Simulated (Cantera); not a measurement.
Input (Python, Cantera) and output of one run.

```python
import numpy as np
import cantera as ct

gas_names = """
    Cr CrN H H2 N NH NH2 NH3 N2 N2H2 N2H4
""".split()
cond_names = """
    Cr(cr) Cr(L) CrN(s) Cr2N(s)
""".split()


# ... load() reads the species with a 1 bar reference pressure and builds the phases ...
atoms = {
    'Cr': {'Cr': 1},
    'NH3': {'N': 1, 'H': 3},
}
top_T = {'CrN(s)': 1900, 'Cr2N(s)': 1900}  # K; cautious upper limits of use, not melting points


# ... equilibrate(T, P, feed) seeds the gas with the atoms and calls Mixture.equilibrate('TP', solver="vcs", rtol=1e-11, max_steps=5000) ...
results = []
feed = {'Cr': 1, 'NH3': 1.8}  # mol
T = 2123  # K
P = 650  # Pa
mix = equilibrate(T, P, feed)
results.append((T, P, feed, dict(zip(mix.species_names, mix.species_moles))))
x = sorted(zip(gas.X, gas.species_names), reverse=True)
print(f"T = {T:g} K  P = {P:g} Pa  gas = {mix.phase_moles(0):.4g} mol")
print("   x: " + "  ".join(f"{s} {v:.3e}" for v, s in x if v > 1e-05))
print("   condensed (mol): " + ("  ".join(f"{mix.phase(i).name} {mix.phase_moles(i):.4g}"
      for i in range(1, mix.n_phases) if mix.phase_moles(i) > 1e-12) or "none"))
```

Result:

```
T = 2123 K  P = 650 Pa  gas = 4.678 mol
   x: H2 5.605e-01  Cr 2.138e-01  N2 1.924e-01  H 3.332e-02
   condensed (mol): none
```

Cantera equilibrium calculation (NASA polynomials, part measured and part estimated; ideal gas, pure solids and liquids).
